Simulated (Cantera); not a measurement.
Stirred combustor or abatement burner

A perfectly stirred reactor is fed with 6.18 % CH₃OH, 19.7 % O₂, 74.1 % N₂, equivalence ratio 0.47, at 5.00 bar; it is adiabatic with a 325 K inlet, and is followed from long to short residence time, starting on the burning branch (τ in s: 0.35, 0.1, 0.029, 0.0083, 0.0024, 0.00069, 0.0002, 5.7e-05, 1.6e-05).

Detailed kinetics in Cantera: GRI-Mech 3.0 (53 species, 325 reactions). GRI-Mech 3.0 was tuned for natural gas; its chemistry of methanol as a main component is partial and can be far from experiment.

```csv
τ (s),T (K),x CH₃OH,x O₂,x N₂O,x HCN,x CH₂CO
0.35,1501,3.57e-6,0.101,4.42e-7,1.24e-12,<1e-12
0.10,1499,1.02e-5,0.101,7.56e-7,2.13e-12,4.14e-12
0.029,1492,3.12e-5,0.102,1.19e-6,3.76e-12,3.13e-11
0.0083,1461,0.000134,0.104,1.43e-6,4.29e-12,3.79e-10
0.0024,325,0.0618,0.197,<1e-12,<1e-12,<1e-12
0.00069,325,0.0618,0.197,<1e-12,<1e-12,<1e-12
0.00020,325,0.0618,0.197,<1e-12,<1e-12,<1e-12
5.7e-5,325,0.0618,0.197,<1e-12,<1e-12,<1e-12
1.6e-5,325,0.0618,0.197,<1e-12,<1e-12,<1e-12
```
x: mole fraction; the columns are a selection and need not sum to one.
